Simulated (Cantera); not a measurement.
A Cantera script and what it prints.

```python
import numpy as np
import cantera as ct

gas_names = [...]  # 47 gases of nasa_gas.yaml made of Cl, H, N, O, Si
cond_names = """
    H2O(s) H2O(L) NH4CL(a) NH4CL(b) Si(cr) Si(L) SiO2(Lqz) SiO2(hqz) SiO2(L) Si2N2O(s) Si3N4(a)
""".split()


# ... load() reads the species with a 1 bar reference pressure and builds the phases ...
atoms = {
    'SiH2Cl2': {'Si': 1, 'H': 2, 'CL': 2},
    'H2O': {'H': 2, 'O': 1},
    'N2': {'N': 2},
    'O3': {'O': 3},
}
top_T = {'Si2N2O(s)': 2100, 'Si3N4(a)': 2400}  # K; cautious upper limits of use, not melting points


# ... equilibrate(T, P, feed) seeds the gas with the atoms and calls Mixture.equilibrate('TP', solver="vcs", rtol=1e-11, max_steps=5000) ...
results = []
feed = {'SiH2Cl2': 1, 'H2O': 0.83, 'N2': 150, 'O3': 1.8}  # mol
T = 1575  # K
P = 10000  # Pa
mix = equilibrate(T, P, feed)
results.append((T, P, feed, dict(zip(mix.species_names, mix.species_moles))))
x = sorted(zip(gas.X, gas.species_names), reverse=True)
print(f"T = {T:g} K  P = {P:g} Pa  gas = {mix.phase_moles(0):.4g} mol")
print("   x: " + "  ".join(f"{s} {v:.3e}" for v, s in x if v > 1e-06))
print("   condensed (mol): " + ("  ".join(f"{mix.phase(i).name} {mix.phase_moles(i):.4g}"
      for i in range(1, mix.n_phases) if mix.phase_moles(i) > 1e-12) or "none"))
```

Result:

```
T = 1575 K  P = 10000 Pa  gas = 154.6 mol
   x: N2 9.702e-01  HCL 1.163e-02  O2 1.045e-02  H2O 6.007e-03  CL 1.270e-03  NO 4.295e-04  OH 2.999e-05  CL2 1.805e-05  O 3.460e-06
   condensed (mol): SiO2(hqz) 1
```

These are equilibrium values from Cantera (NASA tables, ideal gas, pure condensed phases), not measurements of a reactor. The tables hold silica as quartz up to 1696 K and as liquid above; real silica turns to tridymite and cristobalite and melts near 1996 K.
